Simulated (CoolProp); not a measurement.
Vapour-liquid equilibrium of ethane (1) + hydrogen chloride (2) at 422 kPa; x and y are mole fractions of (1).

Model: multi-fluid Helmholtz-energy mixture model, Bücker 2006 and Thol 2018; pair parameters Bell 2016, in CoolProp.

### Question
Give the bubble temperature and the first vapour's composition at x = 0.2, 0.5, 0.95. Is there an azeotrope?

### Answer
x = 0.2: 209.8 K, y = 0.376; x = 0.5: 208.2 K, y = 0.508; x = 0.95: 213.6 K, y = 0.878. y crosses x between x = 0.5 and 0.65: the model has an azeotrope there.

Pair parameters are fitted to limited data, so mixtures are less certain than the pure fluids.
